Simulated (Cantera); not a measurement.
An adiabatic, constant-pressure homogeneous reactor starts with CH4 : H2 : O2 : N2 = 1 : 0.12 : 0.858 : 3.23 (molar parts), at 1373 K and 1000000 Pa.

Cantera simulation using GRI-Mech 3.0 (53 species, 325 reactions); the numbers are that mechanism's predictions, not measurements.

**Question.** Predict: time of steepest temperature rise; temperature at 0.500 s; equilibrium temperature; x(CH4) at 0.500 s; x(H2) at 0.500 s; x(O2) at 0.500 s; x(NO) at 0.500 s.

**Answer.** time of steepest temperature rise: 0.497 ms
temperature at 0.500 s: 2242 K
equilibrium temperature: 2242 K
x(CH4) at 0.500 s: 1.89e-8 (gas-phase equilibrium 2.14e-8)
x(H2) at 0.500 s: 0.232 (gas-phase equilibrium 0.232)
x(O2) at 0.500 s: 4.16e-8 (gas-phase equilibrium 4.16e-8)
x(NO) at 0.500 s: 4.97e-6 (gas-phase equilibrium 4.97e-6)
